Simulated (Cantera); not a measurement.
An adiabatic, constant-pressure homogeneous reactor starts with C₃H₈ : O₂ : N₂ = 1 : 6.17 : 23.2 (molar parts), at 1448 K and 101000 Pa.

Computed with Cantera and GRI-Mech 3.0 (53 species, 325 reactions). GRI-Mech 3.0 was tuned for natural gas; its chemistry of propane as a main component is partial and can be far from experiment.

Problem. Predict: time of steepest temperature rise; temperature at 0.300 s; equilibrium temperature; x(O₂) at 0.300 s; x(NO₂) at 0.300 s; x(O) at 0.300 s; x(CO₂) at 0.300 s; x(HCO) at 0.300 s.

Solution. 
- time of steepest temperature rise = 0.130 ms
- temperature at 0.300 s = 2665 K
- equilibrium temperature = 2665 K
- x(O₂) at 0.300 s = 0.0407 (gas-phase equilibrium 0.0407)
- x(NO₂) at 0.300 s = 4.25e-6 (gas-phase equilibrium 4.25e-6)
- x(O) at 0.300 s = 0.00626 (gas-phase equilibrium 0.00626)
- x(CO₂) at 0.300 s = 0.0659 (gas-phase equilibrium 0.0659)
- x(HCO) at 0.300 s = 1.26e-8 (gas-phase equilibrium 1.26e-8)
